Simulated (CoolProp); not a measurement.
Values from CoolProp's reference Helmholtz-energy equation of state, Lemmon 2006. It is a short technical equation, of lower accuracy than the large ones.

Task: For isohexane, give the phase and the Z, cv (kJ/(kg K)), expansivity (1/kK) at 521.7 K and 5.87 MPa.

Result: 
- 521.7 K and 5.87 MPa: supercritical; Z 0.325, cv 2.67, expansivity 7.94
